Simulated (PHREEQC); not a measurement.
Dissolve 0.0024 mol Cu(NO3)2 per kg of water at 90 °C. Closed to the air; pH follows from the charge balance.

Model: ion-association model, phreeqc.dat, run in PHREEQC.

Each row changes one thing in this solution. No solid was allowed to form.

| case | pH | Cu2(OH)2+2 (mol/kgw) | CuOH+ (mol/kgw) | Cu(OH)2 (mol/kgw) |
|---|---|---|---|---|
| as made | 4.40 | 2.14e-5 | 4.47e-7 | 2.12e-8 |
| Cu(NO3)2 from 0.0024 to 0.012 mol/kgw | 3.99 | 5.99e-5 | (withheld) | 1.12e-8 |
| Cu(NO3)2 from 0.0024 to 0.0036 mol/kgw | 4.30 | 2.78e-5 | 4.99e-7 | 1.82e-8 |
| Cu(NO3)2 from 0.0024 to 0.00048 mol/kgw | 4.84 | 7.43e-6 | 2.77e-7 | 3.79e-8 |
| 4.4e-05 mol/kgw HBr added | 4.23 | 9.95e-6 | 3.04e-7 | 9.76e-9 |
| 0.00044 mol/kgw Na2SO4 added | (withheld) | 2.24e-5 | 4.54e-7 | 2.31e-8 |
| Cu(NO3)2 from 0.0024 to 0.0048 mol/kgw | 4.22 | 3.35e-5 | 5.39e-7 | 1.63e-8 |

**Question.** Complete the blanks.

**Answer.** 
- Cu(NO3)2 from 0.0024 to 0.012 mol/kgw, CuOH+ (mol/kgw): 6.79e-7
- 0.00044 mol/kgw Na2SO4 added, pH: 4.43

Away from 25 °C the constants follow the database's enthalpies or fits; those with neither stay at their 25 °C values.
